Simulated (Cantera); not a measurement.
Standard-state values (1 bar) from the NASA 1993 polynomials, evaluated with Cantera. Values are per mole of reaction as written; species without (g) are pure solids or liquids, kept so even where they would boil at 1 bar.

3 Sr(OH)2 + N2O(g) → 2 NO2(g) + 3 SrO + 6 H(g)

| T (K) | ΔH° (kJ) | ΔS° (J/K) | ΔG° (kJ) | log10 K | condensed phases |
|---|---|---|---|---|---|
| 300 | 2425.5 | 824.5 | 2178.1 | -379.24 | Sr(OH)2(s), SrO(s) |
| 2200 | ___ | ___ | ___ | ___ | Sr(OH)2(l), SrO(s) |
| 2275 | 2188.7 | 626.2 | 764.2 | -17.55 | Sr(OH)2(l), SrO(s) |
| 2350 | 2181.5 | 623.0 | 717.4 | -15.95 | Sr(OH)2(l), SrO(s) |
| 2425 | 2174.4 | 620.1 | 670.8 | -14.45 | Sr(OH)2(l), SrO(s) |
| 2500 | ___ | ___ | ___ | ___ | Sr(OH)2(l), SrO(s) |
| 2575 | 2160.7 | 614.6 | 578.2 | -11.73 | Sr(OH)2(l), SrO(s) |
| 2650 | 2154.0 | 612.0 | 532.2 | -10.49 | Sr(OH)2(l), SrO(s) |
| 2725 | 2147.4 | 609.6 | 486.4 | -9.32 | Sr(OH)2(l), SrO(s) |
| 2800 | 2141.0 | 607.2 | 440.7 | -8.22 | Sr(OH)2(l), SrO(s) |

Q: Complete the blanks.

A: 
- 2200, ΔH° (kJ): 2196.1
- 2200, ΔS° (J/K): 629.4
- 2200, ΔG° (kJ): 811.3
- 2200, log10 K: -19.26
- 2500, ΔH° (kJ): 2167.5
- 2500, ΔS° (J/K): 617.3
- 2500, ΔG° (kJ): 624.4
- 2500, log10 K: -13.05
